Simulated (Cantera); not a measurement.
What does this Cantera script print?

```python
import numpy as np
import cantera as ct

gas_names = """
    C CN CO CO2 C2 CCN CNC C2N2 C2O C3 C3O2 C4 C4N2 C5 Fe FeC5O5 FeO N NCO NO NO2 NO3 N2 N2O O O2 O3
""".split()
cond_names = """
    C(gr) Fe(a) Fe(c) Fe(d) Fe(L) FeC5O5(L) FeO(s) FeO(L) Fe2O3(s) Fe3O4(s)
""".split()


# ... load() reads the species with a 1 bar reference pressure and builds the phases ...
atoms = {
    'Fe3O4': {'Fe': 3, 'O': 4},
    'C': {'C': 1},
    'N2': {'N': 2},
}
top_T = {'C(gr)': 4500, 'Fe2O3(s)': 1830, 'Fe3O4(s)': 1870}  # K; cautious upper limits of use, not melting points


# ... equilibrate(T, P, feed) seeds the gas with the atoms and calls Mixture.equilibrate('TP', solver="vcs", rtol=1e-11, max_steps=5000) ...
results = []
feed = {'Fe3O4': 1, 'C': 1.3, 'N2': 0.13}  # mol
P = 56000  # Pa
for T in [1923, 1998, 2073, 2148, 2223, 2298, 2373, 2448, 2523]:
    mix = equilibrate(T, P, feed)
    results.append((T, P, feed, dict(zip(mix.species_names, mix.species_moles))))
    x = sorted(zip(gas.X, gas.species_names), reverse=True)
    print(f"T = {T:g} K  P = {P:g} Pa  gas = {mix.phase_moles(0):.4g} mol")
    print("   x: " + "  ".join(f"{s} {v:.3e}" for v, s in x if v > 1e-06))
    print("   condensed (mol): " + ("  ".join(f"{mix.phase(i).name} {mix.phase_moles(i):.4g}"
          for i in range(1, mix.n_phases) if mix.phase_moles(i) > 1e-12) or "none"))
```

Output:

```
T = 1923 K  P = 56000 Pa  gas = 1.43 mol
   x: CO 8.203e-01  N2 9.088e-02  CO2 8.856e-02  Fe 2.644e-04  FeO 2.018e-06
   condensed (mol): Fe(L) 0.4263  FeO(L) 2.573
T = 1998 K  P = 56000 Pa  gas = 1.431 mol
   x: CO 8.240e-01  N2 9.085e-02  CO2 8.450e-02  Fe 6.367e-04  FeO 5.931e-06  NO 1.006e-06
   condensed (mol): Fe(L) 0.42  FeO(L) 2.579
T = 2073 K  P = 56000 Pa  gas = 1.432 mol
   x: CO 8.269e-01  N2 9.078e-02  CO2 8.087e-02  Fe 1.433e-03  FeO 1.604e-05  NO 2.143e-06
   condensed (mol): Fe(L) 0.4138  FeO(L) 2.584
T = 2148 K  P = 56000 Pa  gas = 1.434 mol
   x: CO 8.287e-01  N2 9.063e-02  CO2 7.758e-02  Fe 3.039e-03  FeO 4.031e-05  NO 4.325e-06  O 1.346e-06
   condensed (mol): Fe(L) 0.4069  FeO(L) 2.589
T = 2223 K  P = 56000 Pa  gas = 1.439 mol
   x: CO 8.289e-01  N2 9.034e-02  CO2 7.452e-02  Fe 6.105e-03  FeO 9.476e-05  NO 8.317e-06  O 3.535e-06
   condensed (mol): Fe(L) 0.3985  FeO(L) 2.593
T = 2298 K  P = 56000 Pa  gas = 1.447 mol
   x: CO 8.267e-01  N2 8.982e-02  CO2 7.158e-02  Fe 1.168e-02  FeO 2.098e-04  NO 1.530e-05  O 8.716e-06  O2 1.765e-06
   condensed (mol): Fe(L) 0.3867  FeO(L) 2.596
T = 2373 K  P = 56000 Pa  gas = 1.462 mol
   x: CO 8.206e-01  N2 8.891e-02  CO2 6.862e-02  Fe 2.140e-02  FeO 4.403e-04  NO 2.699e-05  O 2.029e-05  O2 4.105e-06
   condensed (mol): Fe(L) 0.3691  FeO(L) 2.599
T = 2448 K  P = 56000 Pa  gas = 1.487 mol
   x: CO 8.085e-01  N2 8.737e-02  CO2 6.545e-02  Fe 3.767e-02  FeO 8.798e-04  NO 4.580e-05  O 4.486e-05  O2 9.057e-06
   condensed (mol): Fe(L) 0.3415  FeO(L) 2.601
T = 2523 K  P = 56000 Pa  gas = 1.531 mol
   x: CO 7.874e-01  N2 8.489e-02  Fe 6.398e-02  CO2 6.184e-02  FeO 1.682e-03  O 9.458e-05  NO 7.482e-05  O2 1.906e-05
   condensed (mol): Fe(L) 0.297  FeO(L) 2.602
```

These are equilibrium values from Cantera (NASA tables, ideal gas, pure condensed phases), not measurements of a reactor. Each liquid is taken as pure. Mutual solubility and eutectic melting of coexisting phases are not modelled. The tables' stoichiometric FeO is somewhat more stable than real wüstite, so its field is too wide. FeO: taken at fixed stoichiometry.
